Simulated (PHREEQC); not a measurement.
A column of 0.5 m (30 cells, dispersivity 0.025 m, 3600 s a shift, diffusion coefficient 3e-10 m²/s) holds 0.021 eq of the database's cation exchanger X per kg of pore water, first in equilibrium with 0.024 mol/kgw CdCl2, 0.01 mol/kgw ZnCl2 and 1e-05 mol/kgw HCl. It is flushed with 21 mmol/kgw CdCl2, 0.18 mmol/kgw PbCl2 and 0.01 mmol/kgw HCl, at 40 °C. Values are for the last cell. The system is closed to CO2. No solid was allowed to form.

Equilibrium calculation in PHREEQC: ion-association model, phreeqc.dat.

**Question.** Predict Pb in solution (mol/kgw), Zn in solution (mol/kgw) at pore volumes = 0.7167, 1.417, 1.617, 1.717, 2.117.

**Answer.** 
```
pore volumes  Pb in solution (mol/kgw)  Zn in solution (mol/kgw)
------------  ------------------------  ------------------------
0.7167                         1.30e-6                   0.00937
1.417                          3.45e-5                   0.00493
1.617                          5.05e-5                   0.00391
1.717                          5.91e-5                   0.00347
2.117                          9.32e-5                   0.00206
```

Away from 25 °C the constants follow the database's enthalpies or fits; those with neither stay at their 25 °C values.
